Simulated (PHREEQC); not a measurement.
Dissolve 6.8 mmol/kgw H2SO4, 5 mmol/kgw Al2(SO4)3 and 15 mmol/kgw Na2SO4 at 15 °C. Closed to the air; pH follows from the charge balance.

Equilibrium calculation in PHREEQC: ion-association model, wateq4f.dat.

Precipitation was switched off in this run.

Task: Predict the pH, ionic strength.

Result: pH 2.17; ionic strength 0.0706 mol/kgw.

Task: In which forms is S present?

Result: SO4-2 53 %, AlSO4+ 19 %, HSO4- 15 %, Al(SO4)2- 9.6 %, NaSO4- 3.0 % of the S.

Complexes and solids missing from the database can't appear.
